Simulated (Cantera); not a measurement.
A Cantera script and what it prints.

```python
import numpy as np
import cantera as ct

gas_names = """
    CL CL2 H HCL H2 N NH NH2 NH3 N2 N2H2 N2H4 Si SiCL SiCL2 SiCL3 SiCL4 SiH SiHCL3 SiH2 SiH2CL2 SiH3
    SiH3CL SiH4 SiN Si2 Si2N Si3
""".split()
cond_names = """
    NH4CL(a) NH4CL(b) Si(cr) Si(L) Si3N4(a)
""".split()


# ... load() reads the species with a 1 bar reference pressure and builds the phases ...
atoms = {
    'SiHCl3': {'Si': 1, 'H': 1, 'CL': 3},
    'HCl': {'H': 1, 'CL': 1},
    'N2': {'N': 2},
}
top_T = {'Si3N4(a)': 2400}  # K; cautious upper limits of use, not melting points


# ... equilibrate(T, P, feed) seeds the gas with the atoms and calls Mixture.equilibrate('TP', solver="vcs", rtol=1e-11, max_steps=5000) ...
results = []
feed = {'SiHCl3': 1, 'HCl': 2.7, 'N2': 21}  # mol
T = 873.15  # K
P = 2400  # Pa
mix = equilibrate(T, P, feed)
results.append((T, P, feed, dict(zip(mix.species_names, mix.species_moles))))
print(gas.report(threshold=1e-06))
for i in range(1, mix.n_phases):
    print(f"{mix.phase(i).name:16s} {mix.phase_moles(i):12.5e} mol")
```

Result:

```
       temperature   873.15 K
          pressure   2400 Pa
           density   0.010848 kg/m^3
  mean mol. weight   32.814 kg/kmol
   phase of matter   gas

                          1 kg             1 kmol
                     ---------------   ---------------
          enthalpy       -3.6761e+05       -1.2062e+07  J
   internal energy       -5.8885e+05       -1.9322e+07  J
           entropy            8060.6         2.645e+05  J/K
    Gibbs function       -7.4057e+06       -2.4301e+08  J
 heat capacity c_p            1040.7             34148  J/K
 heat capacity c_v            787.29             25834  J/K

                      mass frac. Y      mole frac. X     chem. pot. / RT
                     ---------------   ---------------   ---------------
               HCL            0.1126           0.10135            -42.68
                H2         0.0014754          0.024014           -24.638
                N2           0.71922           0.84244           -28.425
             SiCL3        7.4741e-06        1.8243e-06           -112.79
             SiCL4           0.16663          0.032185           -143.15
            SiHCL3        6.7527e-05         1.636e-05           -125.11
     [  +22 minor]        8.5301e-08        1.3124e-07

Si(cr)            0.00000e+00 mol
Si3N4(a)          6.74676e-02 mol
```

Method: chemical equilibrium by Gibbs-energy minimisation in Cantera with the NASA 1993 tables (ideal gas, pure condensed phases). N2 is the only nitrogen source here; it is nearly inert below about 1500 K, so the nitride shown seldom forms there in practice.
